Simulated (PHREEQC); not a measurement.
0.65 g of hydrous ferric oxide (600 m²/g; 0.2 weak and 0.005 strong sites per Fe, Dzombak-Morel constants, diffuse double layer) in 1 kg of water with 0.01 mol/kgw of an inert sodium salt and 0.00034 mol ZnSO4, 3.5e-05 mol Ag2SO4 and 0.00098 mol MnCl2, at 25 °C; the pH is set by adding NaOH or the inert anion's acid. No oxygen is let in. CO2 from the air is kept out. No solid was allowed to form.

Computed with PHREEQC (ion-association model, wateq4f.dat).

```csv
pH,S sorbed (%),Zn sorbed (%),Ag sorbed (%),Mn sorbed (%),surface charge σ (C/m²)
3,99.8,0.0,0.0,0.0,0.172
3.5,99.8,0.0,0.0,0.0,0.153
4,99.5,0.1,0.0,0.0,0.124
4.5,98.6,0.8,0.1,0.0,0.092
5,95.0,4.5,0.3,0.2,0.064
5.5,84.6,10.1,0.3,0.4,0.045
6,66.4,21.9,0.3,1.0,0.033
6.5,48.3,52.4,0.4,3.5,0.027
7,35.9,79.1,1.1,10.8,0.024
7.5,26.0,90.1,2.3,22.9,0.023
8,15.1,93.6,3.7,34.7,0.022
8.5,6.5,92.2,5.0,42.9,0.021
9,2.1,77.8,6.1,51.0,0.020
9.5,0.6,42.0,8.0,63.9,0.017
10,0.1,11.8,10.6,74.3,0.014
10.5,0.0,1.9,12.9,77.5,0.012
11,0.0,0.3,16.4,77.6,0.010
```

Along this series the solution becomes supersaturated in solids that the run did not let form, among them Pyrochroite, Zn(OH)2-a, Zn4(OH)6SO4, Zn5(OH)8Cl2, Cerargyrite. The oxide is taken as insoluble; below pH 4 it would dissolve.
